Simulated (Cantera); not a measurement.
# Equilibrium for iron carbonyl, mercury and lead vapours: Pb + CO + H₂

A closed system holds: 1 mol Pb, 1.4 mol CO, a varied amount of H₂, at 1175 K and 10.0 mbar.

These are equilibrium values from Cantera (NASA tables, ideal gas, pure condensed phases), not measurements of a reactor. Candidate condensed phases: C, C₆H₆, C₇H₈, C₈H₁₈, H₂O, Pb, PbO, PbO₂, Pb₃O₄; 113 gas species. Kinetics and transport are ignored.

From 3.6 mol H₂ to 17 mol H₂ the condensed part is Pb(l). From 21 mol H₂ to 75 mol H₂ nothing is condensed. The main Pb-bearing gas is Pb throughout.

```json
[
 {"n(H₂) (mol)": "3.6", "log p H₂": "-2.16", "log p CO": "-2.57", "log p Pb": "-3.36", "log p CH₄": "-6.06", "log p H₂O": "-6.18", "log p CO₂": "-6.69", "log p Pb₂": "-7.90", "log p H": "-7.99", "n Pb(l)": "0.772"},
 {"n(H₂) (mol)": "4.7", "log p H₂": "-2.13", "log p CO": "-2.66", "log p Pb": "-3.36", "log p CH₄": "-6.07", "log p H₂O": "-6.16", "log p CO₂": "-6.80", "log p Pb₂": "-7.90", "log p H": "-7.98", "n Pb(l)": "0.722"},
 {"n(H₂) (mol)": "6", "log p H₂": "-2.11", "log p CO": "-2.74", "log p Pb": "-3.36", "log p CH₄": "-6.09", "log p H₂O": "-6.16", "log p CO₂": "-6.90", "log p Pb₂": "-7.90", "log p H": "-7.97", "n Pb(l)": "0.663"},
 {"n(H₂) (mol)": "7.8", "log p H₂": "-2.09", "log p CO": "-2.84", "log p Pb": "-3.36", "log p CH₄": "-6.12", "log p H₂O": "-6.17", "log p CO₂": "-7.03", "log p Pb₂": "-7.90", "log p H": "-7.96", "n Pb(l)": "0.581"},
 {"n(H₂) (mol)": "10", "log p H₂": "-2.08", "log p CO": "-2.93", "log p Pb": "-3.36", "log p CH₄": "-6.15", "log p H₂O": "-6.19", "log p CO₂": "-7.15", "log p Pb₂": "-7.90", "log p H": "-7.95", "n Pb(l)": "0.481"},
 {"n(H₂) (mol)": "13", "log p H₂": "-2.06", "log p CO": "-3.03", "log p Pb": "-3.36", "log p CH₄": "-6.18", "log p H₂O": "-6.22", "log p CO₂": "-7.29", "log p Pb₂": "-7.90", "log p H": "-7.94", "n Pb(l)": "0.344"},
 {"n(H₂) (mol)": "17", "log p H₂": "-2.05", "log p CO": "-3.14", "log p Pb": "-3.36", "log p CH₄": "-6.23", "log p H₂O": "-6.25", "log p CO₂": "-7.44", "log p Pb₂": "-7.90", "log p H": "-7.94", "n Pb(l)": "0.162"},
 {"n(H₂) (mol)": "21", "log p H₂": "-2.05", "log p CO": "-3.22", "log p Pb": "-3.37", "log p CH₄": "-6.26", "log p H₂O": "-6.28", "log p CO₂": "-7.57", "log p Pb₂": "-7.92", "log p H": "-7.94", "n Pb(l)": "0"},
 {"n(H₂) (mol)": "27", "log p H₂": "-2.04", "log p CO": "-3.32", "log p Pb": "-3.47", "log p CH₄": "-6.30", "log p H₂O": "-6.31", "log p CO₂": "-7.71", "log p Pb₂": "-8.12", "log p H": "-7.93", "n Pb(l)": "0"},
 {"n(H₂) (mol)": "35", "log p H₂": "-2.03", "log p CO": "-3.43", "log p Pb": "-3.57", "log p CH₄": "-6.34", "log p H₂O": "-6.35", "log p CO₂": "-7.86", "log p Pb₂": "-8.33", "log p H": "-7.93", "n Pb(l)": "0"},
 {"n(H₂) (mol)": "45", "log p H₂": "-2.02", "log p CO": "-3.53", "log p Pb": "-3.68", "log p CH₄": "-6.38", "log p H₂O": "-6.39", "log p CO₂": "-8.01", "log p Pb₂": "-8.53", "log p H": "-7.92", "n Pb(l)": "0"},
 {"n(H₂) (mol)": "58", "log p H₂": "-2.02", "log p CO": "-3.64", "log p Pb": "-3.78", "log p CH₄": "-6.43", "log p H₂O": "-6.44", "log p CO₂": "-8.16", "log p Pb₂": "-8.74", "log p H": "-7.92", "n Pb(l)": "0"},
 {"n(H₂) (mol)": "75", "log p H₂": "-2.01", "log p CO": "-3.74", "log p Pb": "-3.89", "log p CH₄": "-6.48", "log p H₂O": "-6.48", "log p CO₂": "-8.32", "log p Pb₂": "-8.96", "log p H": "-7.92", "n Pb(l)": "0"}
]
```
log p: log10 of the partial pressure in bar; n: condensed amount in mol.
